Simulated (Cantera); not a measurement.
A perfectly stirred reactor is fed with 21.3 % H₂, 78.7 % O₂, equivalence ratio 0.14, at 0.0132 atm; it is held at 1250 K, and followed from long to short residence time.

Model: the H2/O2 subset of GRI-Mech 3.0, which has no nitrogen chemistry, integrated in Cantera. Radical loss at walls, strong at low pressure, is not modelled. The temperature is held fixed by assumption; the heat of reaction is taken as removed at once.

### Question
Predict: x(H₂) at τ = 16.0 s; x(O₂) at τ = 16.0 s; x(H₂O₂) at τ = 16.0 s; x(H) at τ = 16.0 s; x(O) at τ = 16.0 s; x(H₂) at τ = 0.310 s; x(O₂) at τ = 0.310 s; x(H₂O₂) at τ = 0.310 s; x(H) at τ = 0.310 s; x(O) at τ = 0.310 s.

### Answer
* **x(H₂) at τ = 16.0 s**: 0.000120
* **x(O₂) at τ = 16.0 s**: 0.761
* **x(H₂O₂) at τ = 16.0 s**: 1.13e-7
* **x(H) at τ = 16.0 s**: 4.03e-5
* **x(O) at τ = 16.0 s**: 0.000545
* **x(H₂) at τ = 0.310 s**: 0.00153
* **x(O₂) at τ = 0.310 s**: 0.753
* **x(H₂O₂) at τ = 0.310 s**: 3.30e-7
* **x(H) at τ = 0.310 s**: 0.00203
* **x(O) at τ = 0.310 s**: 0.00739
